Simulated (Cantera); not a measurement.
A closed system holds: 1 mol SiO₂, a varied amount of HBr, at 1773 K and 0.000120 bar.

Equilibrium computed with Cantera from the NASA thermochemical tables; the gas is ideal and each condensed phase is pure. Candidate condensed phases: Br₂, H₂O, Si, SiO₂; 28 gas species. The tables hold silica as quartz up to 1696 K and as liquid above; real silica turns to tridymite and cristobalite and melts near 1996 K. Kinetics and transport are ignored.

**Question.** Which condensed phases are stable at each of these points (n(HBr) (mol)): 1.1, 1.5, 2.1, 2.9, 3.9, 5.5, 7.5, 10, 14, 20, 27?

**Answer.** 
```json
[
 {"n(HBr) (mol)": "1.1", "condensed phases": "SiO₂(condensed)", "Si condensed (%)": "92.8"},
 {"n(HBr) (mol)": "1.5", "condensed phases": "SiO₂(condensed)", "Si condensed (%)": "90.1"},
 {"n(HBr) (mol)": "2.1", "condensed phases": "SiO₂(condensed)", "Si condensed (%)": "86.2"},
 {"n(HBr) (mol)": "2.9", "condensed phases": "SiO₂(condensed)", "Si condensed (%)": "80.9"},
 {"n(HBr) (mol)": "3.9", "condensed phases": "SiO₂(condensed)", "Si condensed (%)": "74.4"},
 {"n(HBr) (mol)": "5.5", "condensed phases": "SiO₂(condensed)", "Si condensed (%)": "63.8"},
 {"n(HBr) (mol)": "7.5", "condensed phases": "SiO₂(condensed)", "Si condensed (%)": "50.7"},
 {"n(HBr) (mol)": "10", "condensed phases": "SiO₂(condensed)", "Si condensed (%)": "34.2"},
 {"n(HBr) (mol)": "14", "condensed phases": "SiO₂(condensed)", "Si condensed (%)": "7.9"},
 {"n(HBr) (mol)": "20", "condensed phases": "gas only", "Si condensed (%)": "0.0"},
 {"n(HBr) (mol)": "27", "condensed phases": "gas only", "Si condensed (%)": "0.0"}
]
```

From 1.1 mol HBr to 14 mol HBr the condensed part is SiO₂(condensed). From 20 mol HBr to 27 mol HBr nothing is condensed.
